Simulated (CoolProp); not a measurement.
Vapour-liquid equilibrium of CH2F2 (R32) (1) + dimethyl ether (2) at 198.1 K; x and y are mole fractions of (1).

Values from CoolProp's multi-fluid Helmholtz-energy mixture model, Tillner-Roth 1997 and Wu 2011; pair parameters Bell 2016.

Give the bubble pressure and the first vapour's composition at x = 0.15, 0.35, 0.85. Is there an azeotrope?

x = 0.15: 8.822 kPa, y = 0.437; x = 0.35: 13.28 kPa, y = 0.717; x = 0.85: 23.34 kPa, y = 0.958. No azeotrope shows between x = 0.05 and 0.95.

Pair parameters are fitted to limited data, so mixtures are less certain than the pure fluids. The gap from Raoult's law changes sign with composition, which may be real or a fault of the pair parameters; it wasn't checked against measurements.
